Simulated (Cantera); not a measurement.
Charge: 1 mol Cr, 0.81 mol N2O, held at 850 K and 1.33 mbar.

Equilibrium computed with Cantera from the NASA thermochemical tables; the gas is ideal and each condensed phase is pure. Candidate condensed phases: Cr, CrN, Cr2N, Cr2O3; 14 gas species. The numbers say what is thermodynamically allowed, not how fast it happens.

Base state: N2 1.00 (mole fractions); condensed: CrN(s) + Cr2O3(s).

### Question
What changes in the equilibrium state with this change: temperature from 850 K to 1350 K?

### Answer
```
species        before    after
-------------  ------  -------
N2               1.00    1.000
Cr              <1e-9  1.35e-5
CrN(s), mol     0.460        0
Cr2O3(s), mol   0.270    0.270
Cr(s), mol          0    0.460
```
Mutual solubility and eutectic melting of coexisting phases are not modelled.

### Question
What changes in the equilibrium state with this change: N2O from 0.81 to 11 mol?

### Answer
| species | before | after |
|---|---|---|
| N2 | 1.00 | 0.698 |
| O2 | <1e-9 | 0.302 |
| CrN(s), mol | 0.460 | 0 |
| Cr2O3(s), mol | 0.270 | 0.500 |
